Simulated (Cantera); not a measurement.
Cantera run, input and output.

```python
import numpy as np
import cantera as ct

gas = ct.Solution("gri30.yaml")
gas.TPX = 1450, 100000, {'CH4': 1, 'CO2': 2.4}
reactor = ct.IdealGasConstPressureReactor(gas, energy="off", clone=False)
net = ct.ReactorNet([reactor])
net.rtol, net.atol = 1e-08, 1e-18
show = ['CH4', 'CO2', 'CH2', 'H', 'H2O2']
times = np.geomspace(0.0002, 10, 13)

steps = ct.SolutionArray(gas, extra=["t"])
rows = []
print(f"{'t/s':>10s}{'T/K':>9s}{'P/Pa':>11s}" + "".join(f"{s:>11s}" for s in show))
for t in times:
    while net.time < t:
        t_next = net.step()
        steps.append(gas.state, t=t_next)
    rows.append([np.interp(t, steps.t, y) for y in (steps.T, steps.P, *steps(*show).X.T)])
    print(f"{t:10.3e}{rows[-1][0]:9.1f}{rows[-1][1]:11.4g}" + "".join(f"{x:11.3e}" for x in rows[-1][2:]))
rate = np.gradient(steps.T, steps.t)
print("integrator steps:", len(steps.t))
if steps.T.max() > steps.T[0] + 200:
    print(f"time of steepest temperature rise: {steps.t[rate.argmax()]:.4e} s")
gas.TPX = 1450, 100000, {'CH4': 1, 'CO2': 2.4}
gas.equilibrate("TP")
print(f"equilibrium (TP): T = {gas.T:.1f} K  " + "  ".join(f"{s} {gas[s].X[0]:.3e}" for s in show))
```

Result:

```
       t/s      T/K       P/Pa        CH4        CO2        CH2          H       H2O2
 2.000e-04   1450.0      1e+05  2.941e-01  7.059e-01  3.737e-11  1.122e-08  1.584e-18
 4.927e-04   1450.0      1e+05  2.941e-01  7.059e-01  1.301e-10  1.257e-08  1.422e-18
 1.214e-03   1450.0      1e+05  2.940e-01  7.059e-01  2.180e-10  1.429e-08  1.454e-18
 2.991e-03   1450.0      1e+05  2.937e-01  7.058e-01  3.257e-10  1.765e-08  1.663e-18
 7.368e-03   1450.0      1e+05  2.931e-01  7.057e-01  5.611e-10  2.824e-08  2.467e-18
 1.815e-02   1450.0      1e+05  2.912e-01  7.053e-01  9.571e-10  6.430e-08  6.063e-18
 4.472e-02   1450.0      1e+05  2.856e-01  7.028e-01  1.208e-09  1.730e-07  2.610e-17
 1.102e-01   1450.0      1e+05  2.720e-01  6.935e-01  1.063e-09  4.004e-07  1.309e-16
 2.714e-01   1450.0      1e+05  2.444e-01  6.672e-01  9.251e-10  7.387e-07  6.284e-16
 6.687e-01   1450.0      1e+05  1.954e-01  6.020e-01  1.102e-09  1.082e-06  3.190e-15
 1.648e+00   1450.0      1e+05  1.211e-01  4.739e-01  2.128e-09  1.363e-06  1.712e-14
 4.059e+00   1450.0      1e+05  5.046e-02  3.376e-01  3.308e-09  2.124e-06  5.359e-14
 1.000e+01   1450.0      1e+05  2.800e-02  2.602e-01  2.049e-09  3.139e-06  5.205e-14
integrator steps: 1502
equilibrium (TP): T = 1450.0 K  CH4 3.864e-07  CO2 1.234e-01  CH2 2.333e-15  H 4.611e-06  H2O2 1.157e-14
```

Model: GRI-Mech 3.0 (53 species, 325 reactions), integrated in Cantera.
